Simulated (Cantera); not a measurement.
An isothermal, constant-pressure homogeneous reactor starts with NO : N2 = 1 : 0.047 (molar parts), at 2100 K and 1.90 bar.

Detailed kinetics in Cantera: GRI-Mech 3.0 (53 species, 325 reactions).

x: mole fraction; the columns are a selection and need not sum to one.

| t (s) | x NO | x NO2 | x N2 | x O2 | x O | x N2O |
|---|---|---|---|---|---|---|
| 1.00e-5 | 0.955 | 2.30e-5 | 0.0449 | 5.65e-7 | 1.87e-5 | 3.86e-5 |
| 3.46e-5 | 0.955 | 0.000110 | 0.0449 | 6.27e-6 | 4.20e-5 | 0.000121 |
| 0.000119 | 0.954 | 0.000377 | 0.0451 | 0.000117 | 0.000107 | 0.000302 |
| 0.000412 | 0.951 | 0.000571 | 0.0463 | 0.00125 | 0.000153 | 0.000453 |
| 0.00143 | 0.942 | ___ | ___ | ___ | ___ | 0.000455 |
| 0.00492 | 0.911 | 0.000777 | 0.0666 | 0.0214 | 0.000211 | 0.000420 |
| 0.0170 | 0.810 | 0.00104 | 0.117 | 0.0715 | 0.000307 | 0.000324 |
| 0.0588 | ___ | 0.00111 | ___ | ___ | ___ | ___ |
| 0.203 | 0.197 | 0.000536 | 0.424 | 0.378 | 0.000628 | 1.81e-5 |
| 0.702 | 0.0339 | 0.000101 | 0.505 | 0.460 | 0.000689 | 1.18e-6 |
| 2.42 | 0.0126 | 3.81e-5 | 0.516 | 0.471 | 0.000696 | 7.59e-7 |
| 8.38 | 0.0121 | 3.67e-5 | 0.516 | 0.471 | 0.000696 | 7.55e-7 |
| 28.9 | 0.0121 | 3.67e-5 | 0.516 | 0.471 | 0.000696 | 7.55e-7 |
| 100 | 0.0121 | 3.67e-5 | 0.516 | 0.471 | 0.000696 | 7.55e-7 |

### Question
What belongs in the gaps?

### Answer

- 0.00143, x NO2: 0.000632
- 0.00143, x N2: 0.0509
- 0.00143, x O2: 0.00583
- 0.00143, x O: 0.000169
- 0.0588, x NO: 0.553
- 0.0588, x N2: 0.245
- 0.0588, x O2: 0.200
- 0.0588, x O: 0.000469
- 0.0588, x N2O: 0.000145
